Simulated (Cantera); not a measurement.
## Thermodynamics of silicon epitaxy and polysilicon growth, feed SiH₄ + HCl + N₂

Charge: 1 mol SiH₄, 0.067 mol HCl, a varied amount of N₂, at 1348.15 K and 24.0 mbar.

Cantera equilibrium calculation (NASA polynomials, part measured and part estimated; ideal gas, pure solids and liquids). Candidate condensed phases: NH₄Cl, Si, Si₃N₄; 28 gas species. N₂ is the only nitrogen source here; it is nearly inert below about 1500 K, so the nitride shown seldom forms there in practice. Rates play no part.

| n(N₂) (mol) | x N₂ | x H₂ | x HCl | x H | x SiCl₂ | x Cl | x NH₃ | n Si₃N₄(s) |
|---|---|---|---|---|---|---|---|---|
| 32 | 0.938 | 0.0599 | 0.00201 | 3.66e-6 | 3.35e-7 | 1.02e-7 | 3.51e-8 | 0.333 |
| 41 | 0.951 | 0.0472 | 0.00158 | 3.25e-6 | 2.62e-7 | 9.07e-8 | 2.47e-8 | 0.333 |
| 52 | 0.961 | 0.0375 | 0.00125 | 2.90e-6 | 2.06e-7 | 8.08e-8 | 1.76e-8 | 0.333 |
| 65 | 0.969 | 0.0301 | 0.00101 | 2.60e-6 | 1.65e-7 | 7.25e-8 | 1.27e-8 | 0.333 |
| 83 | 0.976 | 0.0237 | 0.000794 | 2.30e-6 | 1.29e-7 | 6.43e-8 | 8.91e-9 | 0.333 |
| 110 | 0.981 | 0.0180 | 0.000601 | 2.01e-6 | 9.76e-8 | 5.60e-8 | 5.89e-9 | 0.333 |
| 130 | 0.984 | 0.0152 | 0.000510 | 1.85e-6 | 8.26e-8 | 5.15e-8 | 4.61e-9 | 0.333 |
| 170 | 0.988 | 0.0117 | 0.000391 | 1.62e-6 | 6.32e-8 | 4.51e-8 | 3.10e-9 | 0.333 |
| 220 | 0.991 | 0.00903 | 0.000302 | 1.42e-6 | 4.88e-8 | 3.97e-8 | 2.11e-9 | 0.333 |
| 280 | 0.993 | 0.00711 | 0.000238 | 1.26e-6 | 3.83e-8 | 3.52e-8 | 1.48e-9 | 0.333 |
x: gas mole fraction; n: condensed amount in mol.

From 32 mol N₂ to 280 mol N₂ the condensed part is Si₃N₄(s). The main Si-bearing gas is SiCl₂ throughout.
